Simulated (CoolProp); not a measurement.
A single-stage vapour-compression cycle with chlorine: evaporating at 197.15 K (dew point), condensing at 232.15 K (bubble point), superheat 8 K, subcooling 8 K, compressor efficiency 0.6, no pressure losses. Each further row changes one setting.

Computed with CoolProp (reference Helmholtz-energy equation of state, Thol 2021).

```json
[
 {"case": "as stated", "cooling COP": "[?]", "pressure ratio": "7.28", "discharge temperature (K)": "420.2", "refrigerating effect (kJ/kg)": "288", "volumetric capacity (kJ/m³)": "121"},
 {"case": "evaporating temperature 202.15 K", "cooling COP": "[?]", "pressure ratio": "[?]", "discharge temperature (K)": "[?]", "refrigerating effect (kJ/kg)": "290", "volumetric capacity (kJ/m³)": "[?]"},
 {"case": "condensing temperature 227.15 K", "cooling COP": "3.34", "pressure ratio": "5.72", "discharge temperature (K)": "389.3", "refrigerating effect (kJ/kg)": "292", "volumetric capacity (kJ/m³)": "123"},
 {"case": "subcooling 13 K", "cooling COP": "[?]", "pressure ratio": "7.28", "discharge temperature (K)": "420.2", "refrigerating effect (kJ/kg)": "292", "volumetric capacity (kJ/m³)": "123"},
 {"case": "superheat 18 K", "cooling COP": "2.71", "pressure ratio": "7.28", "discharge temperature (K)": "438.8", "refrigerating effect (kJ/kg)": "292", "volumetric capacity (kJ/m³)": "117"}
]
```

### Question
Complete the blanks.

### Answer

- as stated, cooling COP: 2.79
- evaporating temperature 202.15 K, cooling COP: 3.46
- evaporating temperature 202.15 K, pressure ratio: 5.23
- evaporating temperature 202.15 K, discharge temperature (K): 386.4
- evaporating temperature 202.15 K, volumetric capacity (kJ/m³): 166
- subcooling 13 K, cooling COP: 2.84
